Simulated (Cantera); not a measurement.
A closed system holds: 1 mol Al, 0.52 mol H₂O, 21 mol H₂, at 1600 K and 29.0 Pa.

Equilibrium computed with Cantera from the NASA thermochemical tables; the gas is ideal and each condensed phase is pure. Candidate condensed phases: Al, Al₂O₃, H₂O; 19 gas species. The numbers say what is thermodynamically allowed, not how fast it happens.

Base state: H₂ 0.970, Al 0.0185, Al₂O 0.00806, H 0.00314, AlH 0.000260 (mole fractions); condensed: Al₂O₃(s).

### Question
What changes in the equilibrium state with this change: temperature from 1600 K to 625 K?

### Answer
```json
[
 {"species": "H₂", "before": "0.970", "after": "1.00"},
 {"species": "Al", "before": "0.0185", "after": "<1e-9"},
 {"species": "Al₂O", "before": "0.00806", "after": "<1e-9"},
 {"species": "H", "before": "0.00314", "after": "<1e-9"},
 {"species": "AlH", "before": "0.000260", "after": "<1e-9"},
 {"species": "Al₂O₃(s), mol", "before": "0.114", "after": "0.173"},
 {"species": "Al(s), mol", "before": "0", "after": "0.653"}
]
```

### Question
What changes in the equilibrium state with this change: temperature from 1600 K to 1023.15 K?

### Answer
| species | before | after |
|---|---|---|
| H₂ | 0.970 | 1.000 |
| Al | 0.0185 | 4.10e-7 |
| H | 0.00314 | 2.44e-7 |
| Al₂O | 0.00806 | 2.08e-8 |
| AlH | 0.000260 | 1.28e-7 |
| Al₂O₃(s), mol | 0.114 | 0.173 |
| Al(l), mol | 0 | 0.653 |
Mutual solubility and eutectic melting of coexisting phases are not modelled.
